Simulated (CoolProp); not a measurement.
Vapour-liquid equilibrium of isobutane (1) + acetone (2) at 280.9 K; x and y are mole fractions of (1).

The numbers come from the multi-fluid Helmholtz-energy mixture model, Bücker 2006 and Lemmon 2006; pair parameters Bell 2016 in CoolProp.

```json
[
 {"x": "0.05", "bubble pressure (MPa)": "0.06063", "y at the bubble point": "0.777", "dew pressure at overall composition x (MPa)": "0.01457", "liquid density (mol/L)": "[?]"},
 {"x": "0.2", "bubble pressure (MPa)": "0.1429", "y at the bubble point": "0.911", "dew pressure at overall composition x (MPa)": "0.01729", "liquid density (mol/L)": "12.82"},
 {"x": "0.35", "bubble pressure (MPa)": "0.1711", "y at the bubble point": "0.930", "dew pressure at overall composition x (MPa)": "0.02124", "liquid density (mol/L)": "[?]"},
 {"x": "0.5", "bubble pressure (MPa)": "0.1777", "y at the bubble point": "[?]", "dew pressure at overall composition x (MPa)": "0.02753", "liquid density (mol/L)": "[?]"},
 {"x": "0.65", "bubble pressure (MPa)": "[?]", "y at the bubble point": "0.936", "dew pressure at overall composition x (MPa)": "0.03910", "liquid density (mol/L)": "10.89"},
 {"x": "0.8", "bubble pressure (MPa)": "0.1869", "y at the bubble point": "0.945", "dew pressure at overall composition x (MPa)": "0.06741", "liquid density (mol/L)": "[?]"},
 {"x": "0.95", "bubble pressure (MPa)": "[?]", "y at the bubble point": "[?]", "dew pressure at overall composition x (MPa)": "0.1893", "liquid density (mol/L)": "9.958"}
]
```

Q: Complete the blanks.

A: 
- 0.05, liquid density (mol/L): 13.57
- 0.35, liquid density (mol/L): 12.12
- 0.5, y at the bubble point: 0.934
- 0.5, liquid density (mol/L): 11.47
- 0.65, bubble pressure (MPa): 0.1804
- 0.8, liquid density (mol/L): 10.39
- 0.95, bubble pressure (MPa): 0.1996
- 0.95, y at the bubble point: 0.978

No azeotrope shows between x = 0.05 and 0.95.

Pair parameters are fitted to limited data, so mixtures are less certain than the pure fluids. With so large a gap from Raoult's law the liquid may split in two, which this calculation doesn't test in full.
